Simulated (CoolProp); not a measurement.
Vapour-liquid equilibrium of propylene (1) + isobutane (2) at -62.85 °C; x and y are mole fractions of (1).

The numbers come from the multi-fluid Helmholtz-energy mixture model, Lemmon 2013 and Bücker 2006; pair parameters Bell 2016 in CoolProp.

Problem. Give the bubble pressure and the first vapour's composition at x = 0.25, 0.65, 0.95. Is there an azeotrope?

Solution. x = 0.25: 16.97 kPa, y = 0.629; x = 0.65: 29.40 kPa, y = 0.903; x = 0.95: 45.41 kPa, y = 0.995. No azeotrope shows between x = 0.05 and 0.95.

The pair parameters rest on a limited set of measurements; away from them the model extrapolates. The gap from Raoult's law changes sign with composition, which may be real or a fault of the pair parameters; it wasn't checked against measurements.
